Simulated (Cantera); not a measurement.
Input: 1 mol FeS2, 0.14 mol SO3, 0.13 mol O2, held at 1452 °C and 0.100 bar.

Method: chemical equilibrium by Gibbs-energy minimisation in Cantera with the NASA 1993 tables (ideal gas, pure condensed phases). Candidate condensed phases: Fe, FeO, FeS, FeSO4, FeS2, Fe2O3, Fe2(SO4)3, Fe3O4, S; 12 gas species. FeS: taken at fixed stoichiometry. The numbers say what is thermodynamically allowed, not how fast it happens.

Base state: S2 0.521, SO2 0.436, SO 0.0305, S2O 0.0109, S 0.000902 (mole fractions); condensed: FeS(l).

Problem. What changes in the equilibrium state with this change: pressure from 0.100 bar to 0.0200 bar?

Solution. 
```json
[
 {"species": "S2", "before": "0.521", "after": "0.517"},
 {"species": "SO2", "before": "0.436", "after": "0.428"},
 {"species": "SO", "before": "0.0305", "after": "0.0451"},
 {"species": "S2O", "before": "0.0109", "after": "0.00719"},
 {"species": "Fe", "before": "6.07e-6", "after": "6.82e-5"},
 {"species": "S", "before": "0.000902", "after": "0.00201"},
 {"species": "FeS(l), mol", "before": "1.000", "after": "1.000"}
]
```

Problem. What changes in the equilibrium state with this change: temperature from 1452 °C to 677 °C?

Solution. 
| species | before | after |
|---|---|---|
| S2 | 0.521 | 0.532 |
| SO2 | 0.436 | 0.454 |
| S2O | 0.0109 | 0.0141 |
| SO | 0.0305 | 3.12e-5 |
| S | 0.000902 | 4.07e-9 |
| FeS(l), mol | 1.000 | 0 |
| FeS(s), mol | 0 | 1.00 |
Gases not in the tables: S3 to S7.
